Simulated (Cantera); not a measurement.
An isothermal, constant-pressure homogeneous reactor starts with NH₃ : N₂ = 1 : 1.3 (molar parts), at 1225 K and 45.0 Torr. Integrator tolerance rtol = 1e-08.

Computed with Cantera and the gas-phase N/H chemistry of the illustrative SiF4/NH3 mechanism in the Surface Chemkin manual (1991). Walls and surfaces, which speed up NH3 decomposition in real reactors, are not modelled.

**Question.** What does this change do: temperature 1225 to 1450 K?

**Answer.** 
| quantity | before | after |
|---|---|---|
| x(NH₃) at 20.0 s | 0.435 (gas-phase equilibrium 2.27e-6) | 0.411 (gas-phase equilibrium 9.68e-7) |
| x(N₂) at 20.0 s | 0.565 (gas-phase equilibrium 0.545) | 0.564 (gas-phase equilibrium 0.545) |
| x(H) at 20.0 s | 4.39e-10 (gas-phase equilibrium 8.63e-7) | 9.73e-7 (gas-phase equilibrium 2.62e-5) |
| x(NH₂) at 20.0 s | 2.55e-6 (gas-phase equilibrium 7.10e-12) | 3.38e-5 (gas-phase equilibrium 1.18e-10) |
| x(H₂) at 20.0 s | 0.000102 (gas-phase equilibrium 0.455) | 0.0249 (gas-phase equilibrium 0.455) |
| x(N₂H₂) at 20.0 s | 3.29e-8 (gas-phase equilibrium <1e-12) | 3.06e-7 (gas-phase equilibrium <1e-12) |
| x(N₂H₄) at 20.0 s | 6.45e-9 (gas-phase equilibrium <1e-12) | 1.64e-8 (gas-phase equilibrium <1e-12) |
